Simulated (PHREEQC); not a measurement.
A solution holds 0.0014 mol/kgw HF, 0.00069 mol/kgw NH4HF2 and 0.0083 mol/kgw H2SiF6, at 20 °C. Closed to the air; pH follows from the charge balance.

Equilibrium calculation in PHREEQC: ion-association model, phreeqc.dat.

Each row changes one thing in this solution. Precipitation was switched off in this run.

```
case                                       pH  ionic strength (mol/kgw)  SiF6-2 (mol/kgw)  HF (mol/kgw)  H4SiO4 (mol/kgw)  F- (mol/kgw)  SI of Chalcedony (SiO2)
---------------------------------------  ----  ------------------------  ----------------  ------------  ----------------  ------------  -----------------------
as made                                  1.86                    0.0242           0.00799       0.00439          0.000315      0.000273                    +0.11
temperature from 20 to 45 °C             1.90                    0.0224           0.00736       0.00804          0.000937           ___                    +0.31
NH4HF2 from 0.00069 to 0.000138 mol/kgw  1.85                    0.0238           0.00785       0.00414          0.000454      0.000253                    +0.27
NH4HF2 left out                          1.85                    0.0237           0.00781       0.00409          0.000491      0.000249                    +0.30
0.00082 mol/kgw HBr added                1.84                    0.0250           0.00798       0.00443          0.000321      0.000264                    +0.12
diluted 2-fold with water                 ___                    0.0118           0.00380       0.00312          0.000351      0.000368                    +0.16
H2SiF6 from 0.0083 to 0.00083 mol/kgw    2.76                   0.00330          0.000776       0.00213           5.35e-5      0.000958                      ___
diluted 10-fold with water               2.80                   0.00225          0.000516       0.00145          0.000314      0.000701                    +0.11
```

Q: Complete the blanks.

A: 
- temperature from 20 to 45 °C, F- (mol/kgw): 0.000341
- diluted 2-fold with water, pH: 2.16
- H2SiF6 from 0.0083 to 0.00083 mol/kgw, SI of Chalcedony (SiO2): -0.66

Complexes and solids missing from the database can't appear. Some of these states are supersaturated (in Quartz (slow to form), Chalcedony (slow to form), for instance). At this temperature some constants are extrapolated from 25 °C, and those without enthalpy data are left unchanged. SiF6-2 is the database's only silicon fluoride.
